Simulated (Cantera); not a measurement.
An isothermal, constant-pressure homogeneous reactor starts with C2H6 : N2 = 1 : 4.5 (molar parts), at 1325 K and 1330 Pa.

Cantera simulation using GRI-Mech 3.0 (53 species, 325 reactions); the numbers are that mechanism's predictions, not measurements. GRI-Mech 3.0 stops at C3 and has no aromatics, soot or wall deposition, so with more carbon than oxygen in the feed, carbon stays in small species such as C2H2 where larger ones or solid carbon would form. Radical loss at walls, strong at low pressure, is not modelled.

x: mole fraction; the columns are a selection and need not sum to one.

```csv
t (s),x C2H6,x CH2,x CH4,x C2H2,x CH3,x H
4.00e-5,0.182,2.65e-11,5.52e-7,<1e-12,3.97e-5,2.22e-8
8.72e-5,0.182,2.50e-10,2.59e-6,<1e-12,8.51e-5,1.17e-7
0.000190,0.182,___,1.20e-5,2.11e-11,0.000179,5.87e-7
0.000414,0.181,___,5.41e-5,1.34e-9,0.000360,2.71e-6
0.000902,0.181,___,0.000230,1.02e-7,0.000672,1.05e-5
0.00197,0.176,___,0.000939,5.23e-6,0.00125,2.50e-5
0.00428,0.163,___,0.00372,0.000109,0.00204,3.81e-5
0.00934,0.131,___,0.0118,0.00100,0.00222,4.69e-5
0.0203,0.0780,___,0.0277,0.00508,0.00178,5.57e-5
0.0443,0.0246,___,0.0475,0.0171,0.00100,6.31e-5
0.0966,0.00342,___,0.0550,0.0363,0.000335,3.95e-5
0.211,0.000442,___,0.0549,0.0520,0.000120,1.68e-5
0.459,6.45e-5,___,0.0544,0.0635,4.80e-5,7.27e-6
1.00,1.15e-5,2.88e-10,0.0538,0.0729,2.17e-5,3.48e-6
```

Q: Complete the blanks.

A: 
- 0.000190, x CH2: 2.08e-9
- 0.000414, x CH2: 1.40e-8
- 0.000902, x CH2: 6.81e-8
- 0.00197, x CH2: 2.34e-7
- 0.00428, x CH2: 4.98e-7
- 0.00934, x CH2: 5.82e-7
- 0.0203, x CH2: 4.82e-7
- 0.0443, x CH2: 2.65e-7
- 0.0966, x CH2: 5.43e-8
- 0.211, x CH2: 8.15e-9
- 0.459, x CH2: 1.38e-9
